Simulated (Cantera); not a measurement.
Input (Python, Cantera) and output of one run.

```python
import numpy as np
import cantera as ct

gas_names = """
    Br Br2 Ca CaBr CaBr2 CaO CaOH CaO2H2 Ca2 H HBr HNO HNO2 HNO3 HO2 H2 H2O H2O2 N NH NH2 NH3 NH2OH NO
    NO2 NO3 N2 N2H2 N2H4 N2O O OH O2 O3
""".split()
cond_names = """
    Br2(cr) Br2(L) Ca(a) Ca(b) Ca(L) CaBr2(s) CaBr2(L) CaO(s) CaO(L) CaO2H2(s) H2O(s) H2O(L)
""".split()


def load(file, names, dense=False):
    # The tables refer to 1 bar. Condensed volumes are neglected.
    table = {s.name: s for s in ct.Species.list_from_file(file)}
    out = []
    for n in names:
        d = dict(table[n].input_data)
        d["thermo"] = dict(d["thermo"], **{"reference-pressure": 1e5})
        if dense:
            d["equation-of-state"] = {"model": "constant-volume", "density": "1e6 g/cm^3"}
        out.append(ct.Species.from_dict(d))
    return out


gas = ct.Solution(thermo="ideal-gas", species=load("nasa_gas.yaml", gas_names))
cond = {s.name: ct.Solution(thermo="fixed-stoichiometry", species=[s], name=s.name)
        for s in load("nasa_condensed.yaml", cond_names, dense=True)}
atoms = {
    'CaO': {'Ca': 1, 'O': 1},
    'HBr': {'H': 1, 'Br': 1},
    'N2': {'N': 2},
}
top_T = {}  # K; cautious upper limits of use, not melting points


def equilibrate(T, P, feed):
    n = {}
    for name, mol in feed.items():
        for a, k in atoms[name].items():
            n[a] = n.get(a, 0.0) + k * mol
    gas.TPX = T, P, n
    mass = sum(n.values()) * gas.mean_molecular_weight
    gas.equilibrate("TP")
    valid = [c for c in cond.values() if c.min_temp <= T <= top_T.get(c.name, c.max_temp)]
    mix = ct.Mixture([(gas, mass / gas.mean_molecular_weight)] + [(c, 0.0) for c in valid])
    mix.T, mix.P = T, P
    mix.equilibrate("TP", solver="vcs", rtol=1e-11, max_steps=5000)
    return mix


results = []
feed = {'CaO': 1, 'HBr': 1.3, 'N2': 0.42}  # mol
P = 13332.2  # Pa
for T in [1548, 1573, 1598, 1623, 1648, 1673, 1698]:
    mix = equilibrate(T, P, feed)
    results.append((T, P, feed, dict(zip(mix.species_names, mix.species_moles))))
    x = sorted(zip(gas.X, gas.species_names), reverse=True)
    print(f"T = {T:g} K  P = {P:g} Pa  gas = {mix.phase_moles(0):.4g} mol")
    print("   x: " + "  ".join(f"{s} {v:.3e}" for v, s in x if v > 0.0001))
    print("   condensed (mol): " + ("  ".join(f"{mix.phase(i).name} {mix.phase_moles(i):.4g}"
          for i in range(1, mix.n_phases) if mix.phase_moles(i) > 1e-12) or "none"))
```

Result:

```
T = 1548 K  P = 13332.2 Pa  gas = 1.324 mol
   x: H2O 4.117e-01  N2 3.173e-01  HBr 1.457e-01  CaBr2 1.058e-01  Br 1.279e-02  H2 6.550e-03  Br2 1.487e-04
   condensed (mol): CaBr2(L) 0.4048  CaO(s) 0.4551
T = 1573 K  P = 13332.2 Pa  gas = 1.395 mol
   x: H2O 3.808e-01  N2 3.011e-01  HBr 1.549e-01  CaBr2 1.401e-01  Br 1.514e-02  H2 7.740e-03  Br2 1.629e-04
   condensed (mol): CaBr2(L) 0.3357  CaO(s) 0.4689
T = 1598 K  P = 13332.2 Pa  gas = 1.492 mol
   x: H2O 3.453e-01  N2 2.815e-01  CaBr2 1.836e-01  HBr 1.626e-01  Br 1.770e-02  H2 9.029e-03  Br2 1.752e-04
   condensed (mol): CaBr2(L) 0.2413  CaO(s) 0.4848
T = 1623 K  P = 13332.2 Pa  gas = 1.628 mol
   x: H2O 3.049e-01  N2 2.580e-01  CaBr2 2.383e-01  HBr 1.678e-01  Br 2.037e-02  H2 1.038e-02  Br2 1.843e-04
   condensed (mol): CaBr2(L) 0.1085  CaO(s) 0.5035
T = 1648 K  P = 13332.2 Pa  gas = 1.74 mol
   x: CaBr2 2.783e-01  H2O 2.783e-01  N2 2.414e-01  HBr 1.673e-01  Br 2.284e-02  H2 1.161e-02  Br2 1.850e-04
   condensed (mol): CaO(s) 0.5157
T = 1673 K  P = 13332.2 Pa  gas = 1.742 mol
   x: CaBr2 2.793e-01  H2O 2.793e-01  N2 2.411e-01  HBr 1.622e-01  Br 2.506e-02  H2 1.271e-02  Br2 1.790e-04
   condensed (mol): CaO(s) 0.5134
T = 1698 K  P = 13332.2 Pa  gas = 1.744 mol
   x: CaBr2 2.801e-01  H2O 2.801e-01  N2 2.408e-01  HBr 1.574e-01  Br 2.741e-02  H2 1.388e-02  Br2 1.733e-04
   condensed (mol): CaO(s) 0.5115
```

Cantera equilibrium calculation (NASA polynomials, part measured and part estimated; ideal gas, pure solids and liquids). Mutual solubility and eutectic melting of coexisting phases are not modelled.
